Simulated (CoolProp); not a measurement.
Vapour-liquid equilibrium of methane (1) + ethane (2) at -125.75 °C; x and y are mole fractions of (1).

Model: multi-fluid Helmholtz-energy mixture model, Setzmann 1991 and Bücker 2006; pair parameters Kunz 2012, in CoolProp.

Problem. Give the bubble pressure and the first vapour's composition at x = 0.125, 0.275, 0.575. Is there an azeotrope?

Solution. x = 0.125: 0.1470 MPa, y = 0.951; x = 0.275: 0.2966 MPa, y = 0.978; x = 0.575: 0.5535 MPa, y = 0.991. No azeotrope shows between x = 0.05 and 0.95.

Pair parameters are fitted to limited data, so mixtures are less certain than the pure fluids. The gap from Raoult's law changes sign with composition, which may be real or a fault of the pair parameters; it wasn't checked against measurements.
